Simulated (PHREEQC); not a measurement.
Solution (20 °C): 1 mmol/kgw Cu(BF4)2, 16 mmol/kgw HBF4 and 53 mmol/kgw H3BO3. Closed to the air; pH follows from the charge balance.

Model: ion-association model, phreeqc.dat, run in PHREEQC.

Precipitation was switched off in this run.

Question: What pH does the model give?

Answer: pH 1.84.

Question: In which forms is B present?

Answer: H3BO3 75 %, BF4- 22 %, BF3OH- 2.6 %, BF2(OH)2- 1.0 % of the B.

Species that the database lacks are ignored. Real BF4- forms and hydrolyses slowly; the run takes it at equilibrium.
